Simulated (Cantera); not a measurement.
A freely propagating, adiabatic, planar premixed flame of 11.4 % CH₃OH, 14.8 % O₂, 73.8 % N₂, unburnt at 700 K and 0.480 bar; mixture-averaged transport, grid criteria slope 0.08 and curve 0.16, no radiation.

Detailed kinetics in Cantera: GRI-Mech 3.0 (53 species, 325 reactions). GRI-Mech 3.0 was tuned for natural gas; its chemistry of methanol as a main component is partial and can be far from experiment. Burning velocities carry a grid error of a few per cent, more on coarse grids.

Predict: laminar burning velocity; thermal thickness; peak x(CH₄); peak x(CO).


```json
{
 "laminar_burning_velocity": "170 cm/s",
 "thermal_thickness": "0.520 mm",
 "peak x(CH₄)": "0.000169",
 "peak x(CO)": "0.0746"
}
```
